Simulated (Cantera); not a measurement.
**Hydrocarbon pyrolysis for carbon deposition**

An isothermal, constant-pressure homogeneous reactor starts with C₂H₆ : N₂ = 2.7 : 4.2 (molar parts), at 1400 K and 0.210 bar.

Computed with Cantera and GRI-Mech 3.0 (53 species, 325 reactions). GRI-Mech 3.0 stops at C3 and has no aromatics, soot or wall deposition, so with more carbon than oxygen in the feed, carbon stays in small species such as C2H2 where larger ones or solid carbon would form.

```
t (s)       x C₂H₆     x CH₄      x H     x C₂H     x HCN
--------  --------  --------  -------  --------  --------
2.00e-6      0.391   3.04e-6  8.72e-8    <1e-12    <1e-12
6.54e-6      0.391   3.10e-5  8.81e-7    <1e-12    <1e-12
2.14e-5      0.390  0.000283  7.79e-6    <1e-12  3.31e-12
7.00e-5      0.379   0.00204  3.19e-5  4.13e-11  3.99e-10
0.000229     0.328    0.0110  4.43e-5  6.17e-10   1.68e-9
0.000749     0.199    0.0375  5.25e-5   2.66e-9   2.70e-9
0.00245     0.0413    0.0796  6.14e-5   8.95e-9   3.31e-9
0.00801    0.00216    0.0879  2.44e-5   6.84e-9   3.37e-9
0.0262    0.000191    0.0857  8.46e-6   3.08e-9   3.27e-9
0.0857     7.76e-5    0.0827  6.44e-6   2.83e-9   3.15e-9
0.280      3.54e-5    0.0795  5.77e-6   2.92e-9   3.02e-9
0.917      2.21e-5    0.0779  5.33e-6   2.78e-9   3.00e-9
3.00       2.16e-5    0.0758  5.42e-6   2.82e-9   3.03e-9
```
x: mole fraction; the columns are a selection and need not sum to one.

Equilibrium at this temperature and pressure: C₂H₆ 1.52e-5, CH₄ 0.0510, H 6.58e-6, C₂H 2.50e-9, HCN 0.0973 (gas phase only).
